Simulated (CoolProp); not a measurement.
Vapour-liquid equilibrium of diethyl ether (1) + methanol (2) at 126.95 °C; x and y are mole fractions of (1).

Model: multi-fluid Helmholtz-energy mixture model, Thol 2014 and de Reuck 1993; pair parameters Bell 2016, in CoolProp.

```json
[
 {"x": "0.05", "bubble pressure (MPa)": "0.8528", "y at the bubble point": "0.120", "dew pressure at overall composition x (MPa)": "0.8064", "liquid density (mol/L)": "19.74"},
 {"x": "0.2", "bubble pressure (MPa)": "1.025", "y at the bubble point": "0.344", "dew pressure at overall composition x (MPa)": "0.9100", "liquid density (mol/L)": "16.23"},
 {"x": "0.35", "bubble pressure (MPa)": "1.131", "y at the bubble point": "0.475", "dew pressure at overall composition x (MPa)": "1.030", "liquid density (mol/L)": "13.60"},
 {"x": "0.5", "bubble pressure (MPa)": "1.195", "y at the bubble point": "0.576", "dew pressure at overall composition x (MPa)": "1.149", "liquid density (mol/L)": "11.59"},
 {"x": "0.65", "bubble pressure (MPa)": "1.228", "y at the bubble point": "0.673", "dew pressure at overall composition x (MPa)": "1.223", "liquid density (mol/L)": "10.03"},
 {"x": "0.8", "bubble pressure (MPa)": "1.229", "y at the bubble point": "0.786", "dew pressure at overall composition x (MPa)": "1.227", "liquid density (mol/L)": "8.824"},
 {"x": "0.95", "bubble pressure (MPa)": "1.187", "y at the bubble point": "0.936", "dew pressure at overall composition x (MPa)": "1.181", "liquid density (mol/L)": "7.882"}
]
```

y crosses x between x = 0.65 and 0.8: the model has an azeotrope there.

The pair parameters rest on a limited set of measurements; away from them the model extrapolates.
